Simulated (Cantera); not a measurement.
Input: 1 mol PbO, 0.65 mol CH4, 0.64 mol H2, equilibrated at 1602 °C and 87.0 mbar.

These are equilibrium values from Cantera (NASA tables, ideal gas, pure condensed phases), not measurements of a reactor. Candidate condensed phases: C, C6H6, C7H8, C8H18, H2O, Pb, PbO, PbO2, Pb3O4; 113 gas species. Kinetics and transport are ignored.

What is the equilibrium state?


| Property | Result |
|---|---|
| x(H2) | 0.450 |
| x(Pb) | 0.278 |
| x(CO) | 0.173 |
| x(H2O) | 0.0890 |
| x(CO2) | 0.00829 |
| x(H) | 0.00149 |
| x(PbO) | 0.000152 |
| x(Pb2) | 4.23e-5 |
| x(OH) | 2.30e-5 |
| gas amount | 3.593 mol |
| log10 activity of Pb(l) (absent) | -1.26 |
| log10 activity of C(graphite) (absent) | -4.82 |
